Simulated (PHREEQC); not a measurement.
Make-up at 25 °C: 1.4 mmol/kgw CdI2. Closed to the air; pH follows from the charge balance.

Equilibrium calculation in PHREEQC: ion-association model, wateq4f.dat.

```json
{
 "pH": "6.55",
 "ionic_strength": "0.00356 mol/kgw"
}
```

```tsv
species	molality	activity	log γ
I-	0.00247	0.00232	-0.028
Cd+2	0.00109	0.000840	-0.113
CdI+	0.000293	0.000275	-0.028
CdI2	1.75e-5	1.75e-5	0.000
H+	3.02e-7	2.84e-7	-0.026
CdOH+	2.62e-7	2.46e-7	-0.028
OH-	3.76e-8	3.52e-8	-0.028
Cd2OH+3	1.81e-9	1.01e-9	-0.254
```

This is a speciation only: nothing precipitates in the calculation.
